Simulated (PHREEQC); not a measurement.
Consider water at 20 °C with 180 mmol/kgw NaHCO3 and 0.5 mmol/kgw K2HPO4. Closed to the air; pH follows from the charge balance.

Computed with PHREEQC (ion-association model, wateq4f.dat).

| quantity | before | after |
|---|---|---|
| pH | 8.00 | 8.26 |
| HPO4-2 (mol/kgw) | 0.000426 | 0.000462 |
| NaHPO4- (mol/kgw) | 4.44e-5 | 9.42e-6 |
| H2PO4- (mol/kgw) | 2.92e-5 | 2.82e-5 |

Question: Which change was made?
(A) NaHCO3 from 0.18 to 0.36 mol/kgw
(B) NaHCO3 replaced by NaHSO4 at the same molality
(C) NaHCO3 from 0.18 to 0.018 mol/kgw
(D) K2HPO4 from 0.0005 to 0.005 mol/kgw

Answer: C, NaHCO3 from 0.18 to 0.018 mol/kgw

Precipitation was switched off in this run. H3PO4, which wateq4f.dat lacks, is added to it with the constant of phreeqc.dat.
